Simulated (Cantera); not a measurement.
**Thermodynamics of metals in furnace atmospheres, feed Cu + CO + H2**

Input: 1 mol Cu, 2.3 mol CO, 49 mol H2, held at 1775 K and 0.0100 bar.

Method: chemical equilibrium by Gibbs-energy minimisation in Cantera with the NASA 1993 tables (ideal gas, pure condensed phases). Candidate condensed phases: C, C6H6, C7H8, C8H18, Cu, CuO, Cu(OH)2, Cu2O, H2O; 113 gas species. Rates play no part.

| Property | Value |
|---|---|
| x(H2) | 0.934 |
| x(CO) | 0.0439 |
| x(Cu) | 0.0191 |
| x(H) | 0.00280 |
| x(Cu2) | 1.55e-5 |
| x(H2O) | 1.87e-6 |
| gas amount | 52.37 mol |
| log10 activity of Cu(l) (absent) | -0.33 |
| log10 activity of C(graphite) (absent) | -1.15 |
